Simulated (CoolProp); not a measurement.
Vapour pressure (kPa) of m-xylene: the reference equation beside estimates from Tc = 616.9 K, pc = 3535 kPa, ω = 0.326. Clausius-Clapeyron is anchored at 389.6 K with a constant enthalpy of vaporisation of 37.51 kJ/mol.

Values from CoolProp's reference Helmholtz-energy equation of state, Zhou 2012.

| T (K) | reference | Lee-Kesler | Clausius-Clapeyron | Redlich-Kwong | Peng-Robinson |
|---|---|---|---|---|---|
| 367.6 | 25.74 | 24.81 | 26.50 | 67.31 | 25.77 |
| 373.1 | 31.13 | 30.13 | 31.75 | 78.67 | 31.13 |
| 378.6 | 37.39 | 36.34 | 37.85 | 91.42 | 37.37 |
| 384.1 | 44.64 | 43.56 | 44.89 | 105.7 | 44.59 |
| 389.6 | 52.99 | 51.89 | 52.99 | 121.6 | 52.90 |
| 395.1 | 62.54 | 61.46 | 62.26 | 139.2 | 62.40 |
| 400.6 | 73.41 | 72.38 | 72.82 | 158.6 | 73.24 |
| 406.1 | 85.75 | 84.80 | 84.82 | 180.0 | 85.52 |
| 411.6 | 99.67 | 98.85 | 98.39 | 203.4 | 99.39 |
| 417.1 | 115.3 | 114.7 | 113.7 | 229.0 | 115.0 |
| 422.6 | 132.8 | 132.4 | 130.9 | 256.9 | 132.5 |
| 428.2 | 152.7 | 152.6 | 150.5 | 287.7 | 152.3 |
| 433.7 | 174.5 | 174.7 | 172.0 | 320.6 | 174.0 |
| 439.2 | 198.6 | 199.1 | 195.9 | 356.0 | 198.1 |

Absolute difference from the reference over all 14 rows, mean and median: Lee-Kesler 1.5 and 1.3 %, Clausius-Clapeyron 1.2 and 1.3 %, Redlich-Kwong 115.8 and 113.0 %, Peng-Robinson 0.2 and 0.2 %.
